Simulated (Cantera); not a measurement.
Hydrocarbon pyrolysis for carbon deposition

An isothermal, constant-pressure homogeneous reactor starts with C₂H₄ : H₂ = 8.5 : 1.5 (molar parts), at 1925 K and 60.0 Pa.

Cantera simulation using GRI-Mech 3.0 (53 species, 325 reactions); the numbers are that mechanism's predictions, not measurements. GRI-Mech 3.0 was tuned for natural gas; its chemistry of ethylene as a main component is partial and can be far from experiment. GRI-Mech 3.0 stops at C3 and has no aromatics, soot or wall deposition, so with more carbon than oxygen in the feed, carbon stays in small species such as C2H2 where larger ones or solid carbon would form. Radical loss at walls, strong at low pressure, is not modelled.

```
t (s)      x C₂H₄   x H₂     x CH₃     x CH₄    x C₂H₆    x C₂H₂     x CH₂
--------  -------  -----  --------  --------  --------  --------  --------
2.00e-5     0.850  0.150  9.52e-12  2.58e-12  1.93e-12  0.000151  9.75e-12
5.79e-5     0.849  0.150  5.97e-11  1.65e-11  1.57e-11  0.000436  6.45e-11
0.000168    0.848  0.151  3.15e-10  9.25e-11  1.21e-10   0.00126  3.59e-10
0.000485    0.843  0.153   1.75e-9  5.99e-10  8.07e-10   0.00364   1.98e-9
0.00140     0.831  0.159   1.16e-8   5.69e-9   3.79e-9    0.0105   1.24e-8
0.00406     0.794  0.176   7.28e-8   7.51e-8   9.71e-9    0.0300   8.03e-8
0.0118      0.695  0.221   3.43e-7   1.01e-6   1.53e-8    0.0834   3.98e-7
0.0340      0.459  0.329   8.98e-7   9.94e-6   1.98e-8     0.211   8.07e-7
0.0985      0.136  0.478   7.57e-7   3.71e-5   1.01e-8     0.386   3.19e-7
0.285     0.00365  0.538   1.08e-6   5.29e-5  3.18e-10     0.457   1.89e-8
0.825     1.61e-5  0.539   4.68e-6   5.02e-5  8.31e-12     0.459   2.74e-8
2.39      5.76e-6  0.535   1.20e-5   4.24e-5  1.72e-11     0.458   2.12e-7
6.91      2.50e-6  0.527   1.47e-5   2.26e-5  8.55e-12     0.455   5.91e-7
20.0      1.57e-6  0.520   4.90e-6   4.85e-6    <1e-12     0.453   3.07e-7
```
x: mole fraction; the columns are a selection and need not sum to one.

Equilibrium at this temperature and pressure: C₂H₄ 1.46e-6, H₂ 0.519, CH₃ 3.97e-6, CH₄ 3.66e-6, C₂H₆ <1e-12, C₂H₂ 0.453, CH₂ 2.68e-7 (gas phase only).
